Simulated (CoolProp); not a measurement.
Methanol along the isobar 44.1 MPa: density (kg/m³) from the reference equation and from simpler models built on Tc = 240.2 °C, pc = 8.216 MPa, ω = 0.565; each cubic takes its own stable root.

The numbers come from the reference Helmholtz-energy equation of state, de Reuck 1993 in CoolProp.

```
T (°C)   phase  reference  van der Waals  Redlich-Kwong
------  ------  ---------  -------------  -------------
-27.45  liquid      863.9          429.7          623.6
-10.15  liquid        ___          424.8          614.1
7.05    liquid      836.0          419.8          604.3
24.35   liquid      822.4            ___          594.2
41.65   liquid      809.0            ___          583.7
58.95   liquid      795.5          404.4          572.9
76.25   liquid      781.8          399.0          561.7
93.45   liquid      767.9          393.7            ___
```

**Question.** Complete the blanks.

**Answer.** 
- -10.15, reference: 849.8
- 24.35, van der Waals: 414.7
- 41.65, van der Waals: 409.6
- 93.45, Redlich-Kwong: 550.3
